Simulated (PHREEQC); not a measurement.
Make-up at 25 °C: 13 mmol/kgw CaSO4. Closed to the air; pH follows from the charge balance.

The numbers come from PHREEQC with the ion-association model, phreeqc.dat.

The ionic strength is 0.0367 mol/kgw and the specific conductance comes out as 2010 µS/cm.

| species | molality | activity | log γ |
|---|---|---|---|
| Ca+2 | 0.00918 | 0.00469 | -0.291 |
| SO4-2 | 0.00918 | 0.00461 | -0.299 |
| CaSO4 | 0.00382 | 0.00385 | 0.004 |
| OH- | 1.39e-7 | 1.16e-7 | -0.080 |
| H+ | 1.01e-7 | 8.73e-8 | -0.062 |
| HSO4- | 4.67e-8 | 3.92e-8 | -0.076 |
| CaOH+ | 1.06e-8 | 8.92e-9 | -0.076 |

Precipitation was switched off in this run. Species that the database lacks are ignored.
